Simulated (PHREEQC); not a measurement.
Solution (30 °C): 0.018 mol HF and 0.00055 mol ZnSO4 per kg of water. Closed to the air; pH follows from the charge balance.

Equilibrium calculation in PHREEQC: ion-association model, phreeqc.dat.

This is a speciation only: nothing precipitates in the calculation.

Task: Order these Zn species by the share of Zn that they hold, largest first: Zn+2, ZnSO4, ZnF+.

Result: Zn+2 (92 %), ZnSO4 (5.0 %), ZnF+ (3.2 %)

Task: Order these S species by the share of S that they hold, largest first: SO4-2, ZnSO4, HSO4-.

Result: SO4-2 (75 %), HSO4- (20 %), ZnSO4 (5.0 %)

The pH is 2.52 and the ionic strength 0.00519 mol/kgw.
